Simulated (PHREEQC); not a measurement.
A solution holds 0.016 mol/kgw Na2S and 0.0049 mol/kgw HCl, at 53 °C. Closed to the air; pH follows from the charge balance.

Model: ion-association model, phreeqc.dat, run in PHREEQC.

Precipitation was switched off in this run.

Problem. Predict the pH.

Solution. pH 11.07.

With this much S-2 the pH rests on the database's HS-/S-2 constant; if that pK is higher, the solution is more alkaline. Constants without temperature data keep their 25 °C values here. The database's pK near 12.9 for HS-/S-2 is now thought far too low, so its S-2 is overstated.
